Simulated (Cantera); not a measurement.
Mixture: CH₄ : O₂ : N₂ = 1 : 3.39 : 12.7 (molar parts), equivalence ratio 0.59, at 380000 Pa, adiabatic and at constant volume. Ignition delay is the time to a rise of 400 K.

Cantera simulation using GRI-Mech 3.0 (53 species, 325 reactions); the numbers are that mechanism's predictions, not measurements.

Task: Predict: delay at 1173 K; delay at 1248 K; delay at 1323 K; delay at 1398 K; delay at 1473 K; delay at 1548 K; delay at 1623 K; apparent activation energy between 1473 and 1623 K.

Result: 
```
Property                                                 Value
--------------------------------------------------  ----------
delay at 1173 K                                        14.0 ms
delay at 1248 K                                        5.26 ms
delay at 1323 K                                        2.11 ms
delay at 1398 K                                       0.912 ms
delay at 1473 K                                       0.421 ms
delay at 1548 K                                       0.208 ms
delay at 1623 K                                       0.110 ms
apparent activation energy between 1473 and 1623 K  180 kJ/mol
```
